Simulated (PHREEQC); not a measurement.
Dissolve 80 mmol/kgw NaCl and 0.61 mmol/kgw FeSO4 at 25 °C. Closed to the air; pH follows from the charge balance.

Equilibrium calculation in PHREEQC: ion-association model, phreeqc.dat.

Q: The ionic strength comes out as 0.0822 mol/kgw. What activity coefficients do Na+, FeCl+, Fe+2, NaSO4-, Cl- get?

A: Na+ 0.80, FeCl+ 0.79, Fe+2 0.42, NaSO4- 0.80, Cl- 0.78.

No solid was allowed to form.
